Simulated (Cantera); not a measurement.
Feed: 1 mol Si, 1.4 mol Br2, 64 mol H2, held at 1025 °C and 0.133 bar.

Equilibrium computed with Cantera from the NASA thermochemical tables; the gas is ideal and each condensed phase is pure. Candidate condensed phases: Br2, Si; 19 gas species. The tables' values for SiBr3 are old estimates; treat these amounts as uncertain. Kinetics and transport are ignored.

Base state: H2 0.960, HBr 0.0367, SiBr2 0.00268, SiBr4 8.31e-5, SiBr3 7.29e-5, SiHBr3 6.00e-5, Br 2.67e-5, SiH2Br2 2.07e-5 (mole fractions); condensed: Si(s).

Q: What changes in the equilibrium state with this change: temperature from 1025 °C to 375 °C?

A: 
```
species      before     after
----------  -------  --------
H2            0.960     0.989
SiBr4       8.31e-5   0.00973
SiHBr3      6.00e-5   0.00131
HBr          0.0367  0.000299
SiBr2       0.00268   2.36e-8
Br          2.67e-5     <1e-9
Si(s), mol    0.809     0.281
```
